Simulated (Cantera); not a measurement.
What does this Cantera script print?

```python
import numpy as np
import cantera as ct

gas = ct.Solution("h2o2.yaml")
gas.TPX = 525, 28000, {'H2': 1, 'O2': 0.294, 'N2': 1.11}
flame = ct.FreeFlame(gas, width=0.098)
flame.set_refine_criteria(ratio=3, slope=0.08, curve=0.16)
flame.transport_model = "unity-Lewis-number"
flame.solve(loglevel=0, auto=True)
z, T = flame.grid, flame.T
thick = (T[-1] - T[0]) / np.gradient(T, z).max()
show = ['H2', 'O2', 'O', 'HO2', 'H2O2', 'H2O']
print(f"laminar burning velocity  {flame.velocity[0] * 100:.3f} cm/s")
print(f"burnt temperature         {T[-1]:.1f} K")
print(f"thermal thickness         {thick * 1e3:.4f} mm")
print(f"grid points               {len(z)}")
z0 = z[flame.heat_release_rate.argmax()]
print(f"{'z/mm':>9s}{'T/K':>9s}{'u/(m/s)':>9s}" + "".join(f"{s:>11s}" for s in show))
rows = []
for k in (-3, -2, -1.5, -1, -0.5, -0.25, 0, 0.25, 0.5, 1, 2, 4, 8):
    zz = z0 + k * thick
    rows.append([k * thick, np.interp(zz, z, T), np.interp(zz, z, flame.velocity),
                 *(np.interp(zz, z, flame.X[gas.species_index(s)]) for s in show)])
    print(f"{rows[-1][0] * 1e3:9.3f}{rows[-1][1]:9.1f}{rows[-1][2]:9.3f}" + "".join(f"{x:11.3e}" for x in rows[-1][3:]))
```

It prints:

```
laminar burning velocity  377.124 cm/s
burnt temperature         2301.6 K
thermal thickness         1.8403 mm
grid points               134
     z/mm      T/K  u/(m/s)         H2         O2          O        HO2       H2O2        H2O
   -5.521    525.0    3.771  4.160e-01  1.223e-01  4.219e-14  1.636e-10  3.224e-12  3.070e-09
   -3.681    525.0    3.771  4.160e-01  1.223e-01  7.318e-12  4.987e-09  9.852e-11  9.380e-08
   -2.760    525.0    3.771  4.160e-01  1.223e-01  1.502e-10  4.488e-08  8.900e-10  8.475e-07
   -1.840    525.2    3.772  4.160e-01  1.223e-01  1.395e-08  1.124e-06  2.254e-08  2.167e-05
   -0.920    548.1    3.932  4.136e-01  1.209e-01  8.033e-06  7.827e-05  1.632e-06  2.910e-03
   -0.460    747.7    5.299  3.843e-01  1.067e-01  2.672e-04  6.062e-05  1.690e-06  3.388e-02
    0.000   1165.8    8.064  2.462e-01  4.910e-02  3.722e-03  1.776e-05  5.151e-07  1.499e-01
    0.460   1419.0    9.667  1.488e-01  9.388e-03  4.766e-03  2.959e-06  5.166e-07  2.295e-01
    0.920   1534.4   10.363  1.420e-01  3.858e-03  4.220e-03  1.102e-06  4.334e-07  2.421e-01
    1.840   1661.7   11.108  1.499e-01  2.720e-03  3.644e-03  6.970e-07  2.929e-07  2.466e-01
    3.681   1802.5   11.911  1.597e-01  1.962e-03  2.809e-03  4.620e-07  1.601e-07  2.514e-01
    7.361   1939.9   12.674  1.686e-01  1.251e-03  1.881e-03  2.900e-07  8.092e-08  2.569e-01
   14.723   2062.0   13.335  1.762e-01  6.953e-04  1.084e-03  1.740e-07  4.102e-08  2.626e-01
```

Cantera simulation using the H2/O2 subset of GRI-Mech 3.0, which has no nitrogen chemistry; the numbers are that mechanism's predictions, not measurements. Unity Lewis numbers drop preferential diffusion, which matters most where H2 and H carry the flame. Burning velocities carry a grid error of a few per cent, more on coarse grids.
